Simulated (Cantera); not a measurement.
# Iron carbonyl, mercury and lead vapours: PbO + H₂

Feed: 1 mol PbO, 0.43 mol H₂, at 2.70 mbar.

These are equilibrium values from Cantera (NASA tables, ideal gas, pure condensed phases), not measurements of a reactor. Candidate condensed phases: H₂O, Pb, PbO, PbO₂, Pb₃O₄; 12 gas species. Each liquid is taken as pure. Mutual solubility and eutectic melting of coexisting phases are not modelled. Gases not in the tables: (PbO)n polymers. Kinetics and transport are ignored.

From 925 K to 1150 K the condensed part is Pb(l) + PbO(yellow). At 1225 K the condensed part is Pb(l) + PbO(l). At 1300 K the condensed part is PbO(l). From 1375 K to 1525 K nothing is condensed.

```
T (K)  x H₂O      x Pb     x PbO      x O₂  n Pb(l)  n PbO(yellow)  n PbO(l)
-----  -----  --------  --------  --------  -------  -------------  --------
925    0.999  0.000990   7.55e-6  1.85e-12    0.430          0.570         0
1000   0.994   0.00600  0.000113  1.30e-10    0.427          0.570         0
1075   0.971    0.0281   0.00114   5.01e-9    0.417          0.570         0
1150   0.884     0.107   0.00843   1.18e-7    0.378          0.566         0
1225   0.612     0.346    0.0418   1.40e-6    0.187              0     0.541
1300   0.416     0.416     0.167   6.47e-5        0              0     0.397
1375   0.300     0.305     0.393   0.00239        0              0         0
1450   0.298     0.312     0.382   0.00676        0              0         0
1525   0.296     0.327     0.361    0.0154        0              0         0
```
x: gas mole fraction; n: condensed amount in mol.
